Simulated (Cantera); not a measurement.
Feed: 1 mol Al2O3, 64 mol H2, equilibrated at 1750 K and 1 atm.

Equilibrium computed with Cantera from the NASA thermochemical tables; the gas is ideal and each condensed phase is pure. Candidate condensed phases: Al, Al2O3, H2O; 19 gas species. Equilibrium is a limit: real reactors are often held back by kinetics, nucleation or transport.

Base state: H2 1.000, H 0.000231 (mole fractions); condensed: Al2O3(s).

### Question
What changes in the equilibrium state with this change: temperature from 1750 K to 2200 K?

### Answer
```
species          before     after
-------------  --------  --------
H2                1.000     0.993
H              0.000231   0.00558
H2O             7.46e-6  0.000572
Al              2.59e-6  0.000182
Al2O            6.96e-7  0.000114
AlOH            2.86e-7   3.71e-5
AlH             1.36e-6   3.43e-5
Al2O3(s), mol     1.000     0.984
```
The tables' values for AlOH are old estimates; treat these amounts as uncertain.
